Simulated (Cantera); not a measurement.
What does this Cantera script print?

```python
import numpy as np
import cantera as ct

gas = ct.Solution("gri30.yaml")
gas.TPX = 1548, 500000, {'CH4': 1, 'O2': 3.1, 'N2': 20.3}
reactor = ct.IdealGasConstPressureReactor(gas, energy="on", clone=False)
net = ct.ReactorNet([reactor])
net.rtol, net.atol = 1e-08, 1e-16
show = ['CH4', 'O2', 'CO', 'C2H', 'CH2O']
times = np.geomspace(3e-06, 0.3, 10)

steps = ct.SolutionArray(gas, extra=["t"])
rows = []
print(f"{'t/s':>10s}{'T/K':>9s}{'P/Pa':>11s}" + "".join(f"{s:>11s}" for s in show))
for t in times:
    while net.time < t:
        t_next = net.step()
        steps.append(gas.state, t=t_next)
    rows.append([np.interp(t, steps.t, y) for y in (steps.T, steps.P, *steps(*show).X.T)])
    print(f"{t:10.3e}{rows[-1][0]:9.1f}{rows[-1][1]:11.4g}" + "".join(f"{x:11.3e}" for x in rows[-1][2:]))
rate = np.gradient(steps.T, steps.t)
print("integrator steps:", len(steps.t))
if steps.T.max() > steps.T[0] + 200:
    print(f"time of steepest temperature rise: {steps.t[rate.argmax()]:.4e} s")
gas.TPX = 1548, 500000, {'CH4': 1, 'O2': 3.1, 'N2': 20.3}
gas.equilibrate("HP")
print(f"equilibrium (HP): T = {gas.T:.1f} K  " + "  ".join(f"{s} {gas[s].X[0]:.3e}" for s in show))
```

Result:

```
       t/s      T/K       P/Pa        CH4         O2         CO        C2H       CH2O
 3.000e-06   1548.0      5e+05  4.098e-02  1.270e-01  1.110e-10  1.072e-23  5.321e-08
 1.078e-05   1548.0      5e+05  4.098e-02  1.270e-01  5.341e-09  8.200e-21  8.586e-07
 3.875e-05   1548.0      5e+05  4.092e-02  1.270e-01  5.077e-07  1.676e-17  1.795e-05
 1.392e-04   1551.7      5e+05  3.989e-02  1.264e-01  1.005e-04  1.179e-13  3.681e-04
 5.004e-04   2374.3      5e+05  3.263e-19  4.464e-02  1.590e-03 -4.817e-25  1.720e-12
 1.798e-03   2374.0      5e+05  3.059e-19  4.437e-02  1.532e-03  1.372e-25  1.626e-12
 6.463e-03   2370.7      5e+05  2.993e-19  4.355e-02  1.517e-03  1.267e-25  1.596e-12
 2.323e-02   2363.6      5e+05  2.849e-19  4.184e-02  1.486e-03  1.066e-25  1.537e-12
 8.348e-02   2359.4      5e+05  2.762e-19  4.080e-02  1.467e-03  9.583e-26  1.503e-12
 3.000e-01   2359.2      5e+05  2.760e-19  4.077e-02  1.467e-03  9.550e-26  1.502e-12
integrator steps: 1870
time of steepest temperature rise: 2.9126e-04 s
equilibrium (HP): T = 2359.2 K  CH4 4.092e-19  O2 4.077e-02  CO 1.467e-03  C2H 1.079e-25  CH2O 1.502e-12
```

Cantera simulation using GRI-Mech 3.0 (53 species, 325 reactions); the numbers are that mechanism's predictions, not measurements.
